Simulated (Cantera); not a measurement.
**Premixed flame**

A freely propagating, adiabatic, planar premixed flame of CH4 : C2H6 : O2 : N2 = 1 : 0.045 : 1.66 : 6.24 (molar parts), equivalence ratio 1.3, unburnt at 675 K and 7500 Torr; mixture-averaged transport, grid criteria slope 0.08 and curve 0.16, no radiation.

Computed with Cantera and GRI-Mech 3.0 (53 species, 325 reactions). Burning velocities carry a grid error of a few per cent, more on coarse grids.

```csv
z (mm),T (K),u (m/s),x CH4,x C2H6,x O2,x CH2,x H,x H2O
-0.224,676,0.533,0.111,0.00501,0.185,<1e-8,<1e-8,0.000318
-0.149,685,0.542,0.110,0.00499,0.183,<1e-8,<1e-8,0.00196
-0.112,710,0.565,0.108,0.00494,0.181,<1e-8,<1e-8,0.00628
-0.0746,836,0.672,0.0978,0.00469,0.169,<1e-8,2.96e-8,0.0241
-0.0373,1305,1.07,0.0639,0.00328,0.121,4.61e-8,1.50e-5,0.0817
-0.0187,1703,1.41,0.0345,0.00157,0.0752,3.15e-6,0.000177,0.127
0,2056,1.72,0.0100,0.000163,0.0309,4.06e-5,0.00104,0.166
0.0187,2225,1.86,0.00181,5.48e-6,0.00903,4.28e-5,0.00214,0.182
0.0373,2279,1.91,0.000357,2.28e-7,0.00250,1.44e-5,0.00248,0.185
0.0746,2307,1.93,3.08e-5,<1e-8,0.000317,1.23e-6,0.00215,0.185
0.149,2322,1.94,1.58e-6,<1e-8,5.85e-5,4.01e-8,0.00148,0.185
0.298,2331,1.94,7.83e-8,<1e-8,2.31e-5,<1e-8,0.000980,0.185
0.597,2334,1.94,<1e-8,<1e-8,1.42e-5,<1e-8,0.000787,0.185
```
x: mole fraction of selected species; z is measured from the peak of heat release.

laminar burning velocity: 53.0 cm/s
thermal thickness: 0.0746 mm
peak x(CH2): 5.29e-5
peak x(H): 0.00248
grid points: 136
